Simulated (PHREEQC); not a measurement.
Make-up at 93 °C: 0.048 mol NaHS and 0.006 mol NaBF4 per kg of water. Closed to the air; pH follows from the charge balance.

The numbers come from PHREEQC with the ion-association model, phreeqc.dat.

```
Item                          Result
--------------------  --------------
pH                              6.63
ionic strength        0.0536 mol/kgw
specific conductance     14700 µS/cm
density                  0.965 g/cm³
total alkalinity         30.0 meq/kg
```

```json
[
 {"species": "Na+", "molality": "0.0536", "activity": "0.0427", "log γ": "-0.099"},
 {"species": "HS-", "molality": "0.0300", "activity": "0.0235", "log γ": "-0.107"},
 {"species": "F-", "molality": "0.0233", "activity": "0.0182", "log γ": "-0.107"},
 {"species": "H2S", "molality": "0.0180", "activity": "0.0182", "log γ": "0.005"},
 {"species": "H3BO3", "molality": "0.00581", "activity": "0.00588", "log γ": "0.005"},
 {"species": "NaF", "molality": "0.000443", "activity": "0.000448", "log γ": "0.005"},
 {"species": "BF(OH)3-", "molality": "9.64e-5", "activity": "7.64e-5", "log γ": "-0.101"},
 {"species": "H2BO3-", "molality": "5.03e-5", "activity": "3.98e-5", "log γ": "-0.101"},
 {"species": "BF2(OH)2-", "molality": "4.10e-5", "activity": "3.25e-5", "log γ": "-0.101"},
 {"species": "HF", "molality": "2.47e-5", "activity": "2.50e-5", "log γ": "0.005"},
 {"species": "OH-", "molality": "2.43e-6", "activity": "1.90e-6", "log γ": "-0.107"},
 {"species": "HF2-", "molality": "2.35e-6", "activity": "1.86e-6", "log γ": "-0.101"},
 {"species": "S-2", "molality": "1.33e-6", "activity": "5.39e-7", "log γ": "-0.391"},
 {"species": "H+", "molality": "2.81e-7", "activity": "2.33e-7", "log γ": "-0.080"},
 {"species": "BF3OH-", "molality": "6.98e-8", "activity": "5.53e-8", "log γ": "-0.101"}
]
```

Precipitation was switched off in this run. Complexes and solids missing from the database can't appear. Away from 25 °C the constants follow the database's enthalpies or fits; those with neither stay at their 25 °C values. Real BF4- forms and hydrolyses slowly; the run takes it at equilibrium.
